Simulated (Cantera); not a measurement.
A closed system holds: 1 mol HgO, a varied amount of N2, 0.15 mol H2, at 1500 K and 0.233 Torr.

Equilibrium computed with Cantera from the NASA thermochemical tables; the gas is ideal and each condensed phase is pure. Candidate condensed phases: H2O, Hg, HgO; 25 gas species. Equilibrium is a limit: real reactors are often held back by kinetics, nucleation or transport.

### Question
At 2.3 mol N2, list the 4 most abundant gas species with their mole fractions, and the condensed phases.

### Answer
N2 0.593, Hg 0.258, O2 0.109, H2O 0.0385. Condensed: gas only.
